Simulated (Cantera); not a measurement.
What does this Cantera script print?

```python
import numpy as np
import cantera as ct

gas_names = [...]  # 113 gases of nasa_gas.yaml made of C, H, O, Pb
cond_names = """
    C(gr) C6H6(L) C7H8(L) C8H18(L),n-octa H2O(s) H2O(L) Pb(cr) Pb(L) PbO(rd) PbO(yw) PbO(L) PbO2(s)
    Pb3O4(s)
""".split()


# ... load() reads the species with a 1 bar reference pressure and builds the phases ...
atoms = {
    'PbO': {'Pb': 1, 'O': 1},
    'CO': {'C': 1, 'O': 1},
    'H2': {'H': 2},
}
top_T = {'C(gr)': 4500, 'Pb3O4(s)': 820}  # K; cautious upper limits of use, not melting points


# ... equilibrate(T, P, feed) seeds the gas with the atoms and calls Mixture.equilibrate('TP', solver="vcs", rtol=1e-11, max_steps=5000) ...
results = []
feed = {'PbO': 1, 'CO': 3.1, 'H2': 3.2}  # mol
P = 6000  # Pa
for T in [923, 1023, 1123, 1223, 1323, 1423, 1523, 1623, 1723, 1823]:
    mix = equilibrate(T, P, feed)
    results.append((T, P, feed, dict(zip(mix.species_names, mix.species_moles))))

top = {s: max(r[3][s] / sum(r[3][g] for g in gas_names) for r in results) for s in gas_names}
cols = sorted((s for s in top if top[s] > 1e-05), key=lambda s: -top[s])[:9]
seen = [c for c in cond_names if any(r[3].get(c, 0) > 1e-12 for r in results)]
print("log10 of partial pressures in bar; condensed amounts in mol")
print(f"{'T/K':>10s}" + "".join(f"{s[:9]:>10s}" for s in cols + seen))
for T, P, feed, n in results:
    ng = sum(n[g] for g in gas_names)
    print(f"{T:10.4g}" + "".join(f"{np.log10(max(n[s] / ng * P / 1e5, 1e-99)):10.3f}" for s in cols)
          + "".join(f"{n.get(c, 0):10.4g}" for c in seen))
```

Output:

```
log10 of partial pressures in bar; condensed amounts in mol
       T/K        H2        CO        Pb       H2O       CO2         H       CH4       PbO       Pb2     Pb(L)
       923    -1.569    -1.631    -5.596    -2.461    -2.213   -10.396    -4.322   -12.576   -11.641    0.9997
      1023    -1.582    -1.615    -4.574    -2.366    -2.282    -9.174    -5.683   -10.772    -9.930    0.9972
      1123    -1.595    -1.603    -3.738    -2.301    -2.347    -8.168    -6.801    -9.301    -8.533    0.9808
      1223    -1.611    -1.599    -3.042    -2.259    -2.412    -7.327    -7.744    -8.081    -7.371    0.9032
      1323    -1.638    -1.610    -2.454    -2.245    -2.485    -6.619    -8.583    -7.053    -6.391    0.6077
      1423    -1.683    -1.642    -2.085    -2.257    -2.572    -6.019    -9.363    -6.310    -5.823         0
      1523    -1.688    -1.637    -2.085    -2.237    -2.615    -5.480    -9.938    -5.987    -5.971         0
      1623    -1.693    -1.633    -2.085    -2.222    -2.654    -5.007   -10.439    -5.706    -6.101         0
      1723    -1.696    -1.630    -2.086    -2.210    -2.689    -4.587   -10.879    -5.459    -6.218         0
      1823    -1.700    -1.628    -2.086    -2.200    -2.720    -4.213   -11.268    -5.241    -6.323         0
```

These are equilibrium values from Cantera (NASA tables, ideal gas, pure condensed phases), not measurements of a reactor.
